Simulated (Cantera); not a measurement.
An adiabatic, constant-pressure homogeneous reactor starts with 13.9 % CO, 16.7 % H₂, 7.23 % CH₄, 13.0 % O₂, 49.1 % N₂, at 1425 K and 1400000 Pa.

Model: GRI-Mech 3.0 (53 species, 325 reactions), integrated in Cantera. The pressure lies above the range GRI-Mech 3.0 was tuned for (to about 10 atm).

Question: Predict: time of steepest temperature rise; temperature at 0.200 s; equilibrium temperature; x(CO) at 0.200 s; x(H₂) at 0.200 s; x(CH₄) at 0.200 s; x(O₂) at 0.200 s; x(HCN) at 0.200 s.

Answer: 
- time of steepest temperature rise: 17.5 µs
- temperature at 0.200 s: 2648 K
- equilibrium temperature: 2648 K
- x(CO) at 0.200 s: 0.179 (gas-phase equilibrium 0.179)
- x(H₂) at 0.200 s: 0.148 (gas-phase equilibrium 0.148)
- x(CH₄) at 0.200 s: 1.33e-9 (gas-phase equilibrium 1.49e-9)
- x(O₂) at 0.200 s: 1.09e-5 (gas-phase equilibrium 1.09e-5)
- x(HCN) at 0.200 s: 1.32e-6 (gas-phase equilibrium 1.32e-6)
